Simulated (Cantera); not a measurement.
Input: 1 mol MgF2, 160 mol N2, at 0.120 bar.

Method: chemical equilibrium by Gibbs-energy minimisation in Cantera with the NASA 1993 tables (ideal gas, pure condensed phases). Candidate condensed phases: Mg, MgF2; 13 gas species. Rates play no part.

Q: Which condensed phases are stable at each of these points (T (°C)): 402, 502, 602, 702, 802, 902, 1002, 1102, 1202, 1302, 1402, 1502, 1602, 1702?

A: 
```json
[
 {"T (°C)": "402", "condensed phases": "MgF2(s)", "Mg condensed (%)": "100.0"},
 {"T (°C)": "502", "condensed phases": "MgF2(s)", "Mg condensed (%)": "100.0"},
 {"T (°C)": "602", "condensed phases": "MgF2(s)", "Mg condensed (%)": "100.0"},
 {"T (°C)": "702", "condensed phases": "MgF2(s)", "Mg condensed (%)": "100.0"},
 {"T (°C)": "802", "condensed phases": "MgF2(s)", "Mg condensed (%)": "100.0"},
 {"T (°C)": "902", "condensed phases": "MgF2(s)", "Mg condensed (%)": "100.0"},
 {"T (°C)": "1002", "condensed phases": "MgF2(s)", "Mg condensed (%)": "100.0"},
 {"T (°C)": "1102", "condensed phases": "MgF2(s)", "Mg condensed (%)": "99.5"},
 {"T (°C)": "1202", "condensed phases": "MgF2(s)", "Mg condensed (%)": "95.5"},
 {"T (°C)": "1302", "condensed phases": "MgF2(l)", "Mg condensed (%)": "73.0"},
 {"T (°C)": "1402", "condensed phases": "gas only", "Mg condensed (%)": "0.0"},
 {"T (°C)": "1502", "condensed phases": "gas only", "Mg condensed (%)": "0.0"},
 {"T (°C)": "1602", "condensed phases": "gas only", "Mg condensed (%)": "0.0"},
 {"T (°C)": "1702", "condensed phases": "gas only", "Mg condensed (%)": "0.0"}
]
```

From 402 °C to 1202 °C the condensed part is MgF2(s). At 1302 °C the condensed part is MgF2(l). From 1402 °C to 1702 °C nothing is condensed.
